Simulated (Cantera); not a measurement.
# Chemical vapour transport: MgO + Br2 + N2

Charge: 1 mol MgO, 0.36 mol Br2, 0.14 mol N2, held at 1277 °C.

Equilibrium computed with Cantera from the NASA thermochemical tables; the gas is ideal and each condensed phase is pure. Candidate condensed phases: Br2, Mg, MgBr2, MgO; 17 gas species. Rates play no part.

```tsv
P (Pa)	x Br	x Br2	x N2	x MgBr2	x O2	x NO	x O	n MgO(s)
1000	0.766	0.0392	0.170	0.0164	0.00812	0.000142	7.05e-6	0.987
2700	0.702	0.0889	0.179	0.0203	0.0101	0.000162	4.78e-6	0.984
7200	0.600	0.173	0.193	0.0229	0.0113	0.000178	3.11e-6	0.983
19000	0.472	0.283	0.211	0.0229	0.0114	0.000187	1.92e-6	0.985
52000	0.339	0.400	0.230	0.0207	0.0102	0.000185	1.10e-6	0.987
140000	0.231	0.498	0.245	0.0172	0.00852	0.000174	6.10e-7	0.990
370000	0.152	0.571	0.257	0.0136	0.00674	0.000159	3.34e-7	0.993
1000000	0.0965	0.623	0.265	0.0104	0.00512	0.000140	1.77e-7	0.995
```
x: gas mole fraction; n: condensed amount in mol.

From 10.0 mbar to 10.0 bar the condensed part is MgO(s). The main Mg-bearing gas is MgBr2 throughout. The share of Mg in condensed phases is highest at 10.0 bar (99.5 %) and lowest at 72.0 mbar (98.3 %).
